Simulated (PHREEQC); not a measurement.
Consider water at 25 °C with 0.1 mol/kgw FeSO4, 0.0012 mol/kgw NaHCO3 and 0.00048 mol/kgw Na2SO4. Closed to the air; pH follows from the charge balance.

All values are PHREEQC results (ion-association model, wateq4f.dat), not measurements.

```json
[
 {"quantity": "pH", "before": "6.85", "after": "6.84"},
 {"quantity": "ionic strength (mol/kgw)", "before": "0.220", "after": "0.219"},
 {"quantity": "Na+ (mol/kgw)", "before": "0.00200", "after": "0.00156"},
 {"quantity": "FeHCO3+ (mol/kgw)", "before": "0.000677", "after": "0.000678"},
 {"quantity": "HCO3- (mol/kgw)", "before": "0.000395", "after": "0.000395"},
 {"quantity": "NaSO4- (mol/kgw)", "before": "0.000156", "after": "0.000121"},
 {"quantity": "SI of Melanterite (FeSO4:7H2O)", "before": "-1.37", "after": "-1.37"},
 {"quantity": "SI of Siderite (FeCO3)", "before": "+2.11", "after": "+2.11"}
]
```

Problem. What was changed between the two runs?
(A) 0.01 mol/kgw H2SO4 added
(B) temperature from 25 to 40 °C
(C) Na2SO4 from 0.00048 to 0.00024 mol/kgw
(D) temperature from 25 to 20 °C
(E) Na2SO4 from 0.00048 to 0.000528 mol/kgw

Solution. C, Na2SO4 from 0.00048 to 0.00024 mol/kgw

This is a speciation only: nothing precipitates in the calculation. Some of these states are supersaturated (in Siderite, for instance).
